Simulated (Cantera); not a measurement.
# Ignition delay

Mixture: CH₄ : O₂ : N₂ : CO₂ = 1 : 3.51 : 13.2 : 0.77 (molar parts), at 6530 Torr, adiabatic and at constant pressure. Ignition delay is the time to a rise of 400 K.

Computed with Cantera and GRI-Mech 3.0 (53 species, 325 reactions).

```
T0 (K)  delay (ms)
------  ----------
1150          8.62
1225          3.33
1300          1.39
1375         0.620
1450         0.293
```

apparent activation energy between 1300 and 1450 K: 160 kJ/mol
